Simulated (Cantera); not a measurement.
A perfectly stirred reactor is fed with 22.9 % H2, 18.4 % O2, 54.8 % N2, 3.88 % H2O, equivalence ratio 0.62, at 450000 Pa; it is adiabatic with a 750 K inlet, and is followed from long to short residence time, starting on the burning branch (τ in s: 0.27, 0.11, 0.044, 0.018, 0.0073, 0.0029, 0.0012, 0.00048, 0.00019, 7.9e-05, 3.2e-05).

Detailed kinetics in Cantera: GRI-Mech 3.0 (53 species, 325 reactions). The hydrogen kinetics of GRI-Mech 3.0 are dated; newer H2 mechanisms differ, most at raised pressure.

x: mole fraction; the columns are a selection and need not sum to one.

| τ (s) | T (K) | x H2 | x O2 | x H2O | x O | x N2O | x H | x NO2 |
|---|---|---|---|---|---|---|---|---|
| 0.27 | 2332 | 0.00130 | 0.0731 | 0.296 | 0.000769 | 9.02e-7 | 0.000196 | 1.08e-5 |
| 0.11 | 2334 | 0.00131 | 0.0735 | 0.296 | 0.000779 | 9.00e-7 | 0.000199 | [?] |
| 0.044 | 2337 | 0.00133 | 0.0743 | 0.296 | 0.000800 | 8.98e-7 | 0.000205 | 7.56e-6 |
| 0.018 | 2340 | 0.00138 | 0.0752 | 0.295 | 0.000833 | 9.02e-7 | 0.000215 | 4.92e-6 |
| 0.0073 | 2342 | 0.00146 | 0.0760 | 0.295 | 0.000880 | 9.17e-7 | 0.000233 | 2.62e-6 |
| 0.0029 | 2341 | [?] | 0.0765 | 0.295 | [?] | 9.49e-7 | [?] | [?] |
| 0.0012 | 2335 | 0.00200 | 0.0767 | 0.294 | 0.00113 | 1.01e-6 | 0.000353 | 6.44e-7 |
| 0.00048 | 2321 | 0.00283 | 0.0766 | 0.292 | 0.00152 | 1.09e-6 | 0.000572 | 3.55e-7 |
| 0.00019 | 2293 | 0.00450 | 0.0765 | 0.288 | 0.00235 | 1.11e-6 | 0.00114 | 2.04e-7 |
| 7.9e-5 | 2246 | 0.00729 | 0.0766 | 0.283 | 0.00376 | 1.02e-6 | 0.00238 | 1.15e-7 |
| 3.2e-5 | 2171 | 0.0118 | 0.0773 | 0.274 | 0.00604 | 8.38e-7 | 0.00505 | 6.36e-8 |

**Question.** Complete the blanks.

**Answer.** 
- 0.11, x NO2: 9.63e-6
- 0.0029, x H2: 0.00163
- 0.0029, x O: 0.000963
- 0.0029, x H: 0.000269
- 0.0029, x NO2: 1.26e-6
